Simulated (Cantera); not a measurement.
Cantera run:

```python
import numpy as np
import cantera as ct

gas_names = [...]  # 113 gases of nasa_gas.yaml made of C, H, O, Ti
cond_names = """
    C(gr) C6H6(L) C7H8(L) C8H18(L),n-octa H2O(s) H2O(L) Ti(a) Ti(b) Ti(L) TiC(s) TiC(L) TiO(a) TiO(b)
    TiO(L) TiO2(ru) TiO2(L) Ti2O3(a) Ti2O3(b) Ti2O3(L) Ti3O5(a) Ti3O5(b) Ti3O5(L) Ti4O7(s) Ti4O7(L)
""".split()


# ... load() reads the species with a 1 bar reference pressure and builds the phases ...
atoms = {
    'TiO2': {'Ti': 1, 'O': 2},
    'CH4': {'C': 1, 'H': 4},
    'H2': {'H': 2},
}
top_T = {'C(gr)': 4500}  # K; cautious upper limits of use, not melting points


# ... equilibrate(T, P, feed) seeds the gas with the atoms and calls Mixture.equilibrate('TP', solver="vcs", rtol=1e-11, max_steps=5000) ...
results = []
feed = {'TiO2': 1, 'CH4': 3.1, 'H2': 3.2}  # mol
P = 101325  # Pa
for T in [1200, 1250, 1300, 1350, 1400, 1450, 1500, 1550, 1600, 1650, 1700, 1750]:
    mix = equilibrate(T, P, feed)
    results.append((T, P, feed, dict(zip(mix.species_names, mix.species_moles))))
    x = sorted(zip(gas.X, gas.species_names), reverse=True)
    print(f"T = {T:g} K  P = {P:g} Pa  gas = {mix.phase_moles(0):.4g} mol")
    print("   x: " + "  ".join(f"{s} {v:.3e}" for v, s in x if v > 1e-06))
    print("   condensed (mol): " + ("  ".join(f"{mix.phase(i).name} {mix.phase_moles(i):.4g}"
          for i in range(1, mix.n_phases) if mix.phase_moles(i) > 1e-12) or "none"))
```

Output:

```
T = 1200 K  P = 101325 Pa  gas = 9.504 mol
   x: H2 9.590e-01  CO 2.563e-02  CH4 1.472e-02  H2O 6.464e-04  CO2 1.258e-05  C2H4 1.166e-06
   condensed (mol): C(gr) 2.716  Ti4O7(s) 0.25
T = 1250 K  P = 101325 Pa  gas = 9.548 mol
   x: H2 9.635e-01  CO 2.579e-02  CH4 1.034e-02  H2O 3.792e-04  CO2 6.487e-06  C2H4 1.362e-06
   condensed (mol): C(gr) 2.755  Ti4O7(s) 0.25
T = 1300 K  P = 101325 Pa  gas = 9.66 mol
   x: H2 9.582e-01  CO 3.419e-02  CH4 7.316e-03  H2O 3.026e-04  CO2 6.127e-06  C2H4 1.540e-06  H 1.076e-06
   condensed (mol): C(gr) 2.699  Ti3O5(b) 0.3333
T = 1350 K  P = 101325 Pa  gas = 9.679 mol
   x: H2 9.602e-01  CO 3.424e-02  CH4 5.385e-03  H2O 1.909e-04  CO2 3.464e-06  H 2.320e-06  C2H4 1.749e-06  C2H2,acetylene 1.189e-06
   condensed (mol): C(gr) 2.716  Ti3O5(b) 0.3333
T = 1400 K  P = 101325 Pa  gas = 9.936 mol
   x: H2 9.382e-01  CO 5.777e-02  CH4 3.852e-03  H2O 2.045e-04  CO2 5.802e-06  H 4.680e-06  C2H2,acetylene 2.363e-06  C2H4 1.871e-06
   condensed (mol): C(gr) 2.342  TiC(s) 0.1457  Ti3O5(b) 0.2848
T = 1450 K  P = 101325 Pa  gas = 10.7 mol
   x: H2 8.732e-01  CO 1.239e-01  CH4 2.551e-03  H2O 2.735e-04  CO2 1.632e-05  H 8.780e-06  C2H2,acetylene 4.257e-06  C2H4 1.801e-06
   condensed (mol): C(gr) 1.149  TiC(s) 0.5973  Ti3O5(b) 0.1342
T = 1500 K  P = 101325 Pa  gas = 11.38 mol
   x: H2 8.224e-01  CO 1.755e-01  CH4 1.761e-03  H2O 2.512e-04  CO2 2.071e-05  H 1.586e-05  C2H2,acetylene 7.422e-06  C2H4 1.762e-06
   condensed (mol): C(gr) 0.08284  TiC(s) 1
T = 1550 K  P = 101325 Pa  gas = 11.38 mol
   x: H2 8.229e-01  CO 1.755e-01  CH4 1.395e-03  H2O 1.773e-04  H 2.838e-05  CO2 1.352e-05  C2H2,acetylene 1.320e-05  C2H4 1.932e-06
   condensed (mol): C(gr) 0.08594  TiC(s) 1
T = 1600 K  P = 101325 Pa  gas = 11.39 mol
   x: H2 8.232e-01  CO 1.755e-01  CH4 1.121e-03  H2O 1.279e-04  H 4.900e-05  C2H2,acetylene 2.264e-05  CO2 9.077e-06  C2H4 2.105e-06  CH3 1.358e-06
   condensed (mol): C(gr) 0.08822  TiC(s) 1
T = 1650 K  P = 101325 Pa  gas = 11.39 mol
   x: H2 8.234e-01  CO 1.755e-01  CH4 9.128e-04  H2O 9.421e-05  H 8.189e-05  C2H2,acetylene 3.756e-05  CO2 6.251e-06  C2H4 2.281e-06  CH3 1.848e-06
   condensed (mol): C(gr) 0.08982  TiC(s) 1
T = 1700 K  P = 101325 Pa  gas = 11.39 mol
   x: H2 8.235e-01  CO 1.755e-01  CH4 7.526e-04  H 1.328e-04  H2O 7.066e-05  C2H2,acetylene 6.044e-05  CO2 4.406e-06  CH3 2.469e-06  C2H4 2.458e-06
   condensed (mol): C(gr) 0.09082  TiC(s) 1
T = 1750 K  P = 101325 Pa  gas = 11.39 mol
   x: H2 8.235e-01  CO 1.755e-01  CH4 6.275e-04  H 2.097e-04  C2H2,acetylene 9.462e-05  H2O 5.389e-05  CH3 3.242e-06  CO2 3.172e-06  C2H4 2.638e-06
   condensed (mol): C(gr) 0.09125  TiC(s) 1
```

Cantera equilibrium calculation (NASA polynomials, part measured and part estimated; ideal gas, pure solids and liquids). Mutual solubility and eutectic melting of coexisting phases are not modelled. TiC: taken at fixed stoichiometry. Condensed phases not in the tables: Magnéli phases beyond Ti4O7.
